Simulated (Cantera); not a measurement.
What does this Cantera script print?

```python
import numpy as np
import cantera as ct

gas_names = [...]  # 49 gases of nasa_gas.yaml made of Cl, F, H, N, Si
cond_names = """
    NH4CL(a) NH4CL(b) Si(cr) Si(L) Si3N4(a)
""".split()


# ... load() reads the species with a 1 bar reference pressure and builds the phases ...
atoms = {
    'Si': {'Si': 1},
    'HCl': {'H': 1, 'CL': 1},
    'NF3': {'N': 1, 'F': 3},
}
top_T = {'Si3N4(a)': 2400}  # K; cautious upper limits of use, not melting points


# ... equilibrate(T, P, feed) seeds the gas with the atoms and calls Mixture.equilibrate('TP', solver="vcs", rtol=1e-11, max_steps=5000) ...
results = []
feed = {'Si': 1, 'HCl': 2, 'NF3': 1.7}  # mol
P = 1.8  # Pa
for T in [900, 950, 1000, 1050, 1100, 1150, 1200, 1250, 1300, 1350, 1400]:
    mix = equilibrate(T, P, feed)
    results.append((T, P, feed, dict(zip(mix.species_names, mix.species_moles))))

top = {s: max(r[3][s] / sum(r[3][g] for g in gas_names) for r in results) for s in gas_names}
cols = sorted((s for s in top if top[s] > 1e-06), key=lambda s: -top[s])[:5]
seen = [c for c in cond_names if any(r[3].get(c, 0) > 1e-12 for r in results)]
print("log10 of partial pressures in bar; condensed amounts in mol")
print(f"{'T/K':>10s}" + "".join(f"{s[:9]:>10s}" for s in cols + seen))
for T, P, feed, n in results:
    ng = sum(n[g] for g in gas_names)
    print(f"{T:10.4g}" + "".join(f"{np.log10(max(n[s] / ng * P / 1e5, 1e-99)):10.3f}" for s in cols)
          + "".join(f"{n.get(c, 0):10.4g}" for c in seen))
```

Output:

```
log10 of partial pressures in bar; condensed amounts in mol
       T/K        HF      SiF4        CL       HCL        N2
       900    -5.348    -5.390    -6.961    -5.435    -5.460
       950    -5.350    -5.391    -6.591    -5.437    -5.462
      1000    -5.353    -5.395    -6.266    -5.441    -5.465
      1050    -5.359    -5.401    -5.989    -5.446    -5.471
      1100    -5.368    -5.409    -5.765    -5.455    -5.480
      1150    -5.378    -5.420    -5.600    -5.465    -5.490
      1200    -5.387    -5.428    -5.496    -5.474    -5.499
      1250    -5.393    -5.434    -5.442    -5.480    -5.505
      1300    -5.396    -5.437    -5.417    -5.483    -5.508
      1350    -5.397    -5.438    -5.406    -5.484    -5.509
      1400    -5.397    -5.439    -5.402    -5.485    -5.509
```

Cantera equilibrium calculation (NASA polynomials, part measured and part estimated; ideal gas, pure solids and liquids). The tables' values for SiF3 are old estimates; treat these amounts as uncertain.
